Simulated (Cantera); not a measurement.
# Gas-phase reforming

An isothermal, constant-pressure homogeneous reactor starts with CH4 : CO2 = 1 : 1.1 (molar parts), at 1850 K and 0.910 bar.

Model: GRI-Mech 3.0 (53 species, 325 reactions), integrated in Cantera.

```csv
t (s),x CH4,x CO2,x C2H,x CH2O,x C2H6
0.000500,0.268,0.437,5.25e-7,7.23e-5,0.00102
0.000965,0.190,0.378,8.08e-7,4.55e-5,0.000493
0.00186,0.120,0.302,1.08e-6,2.88e-5,0.000220
0.00360,0.0653,0.207,1.38e-6,1.80e-5,8.47e-5
0.00695,0.0314,0.119,1.68e-6,1.10e-5,2.86e-5
0.0134,0.0190,0.0771,1.63e-6,6.37e-6,1.20e-5
0.0259,0.0159,0.0605,1.24e-6,3.57e-6,7.13e-6
0.0500,0.0134,0.0461,8.60e-7,1.85e-6,4.20e-6
0.0965,0.0105,0.0332,5.56e-7,8.89e-7,2.20e-6
0.186,0.00756,0.0228,3.34e-7,4.19e-7,1.02e-6
0.360,0.00502,0.0153,1.84e-7,2.16e-7,4.16e-7
0.695,0.00307,0.0103,8.87e-8,1.36e-7,1.50e-7
1.34,0.00169,0.00729,3.44e-8,1.06e-7,4.51e-8
2.59,0.000756,0.00578,8.50e-9,9.52e-8,9.11e-9
5.00,0.000189,0.00526,6.74e-10,9.06e-8,5.82e-10
```
x: mole fraction; the columns are a selection and need not sum to one.

Equilibrium at this temperature and pressure: CH4 3.23e-7, CO2 0.00518, C2H <1e-12, CH2O 8.91e-8, C2H6 <1e-12 (gas phase only).
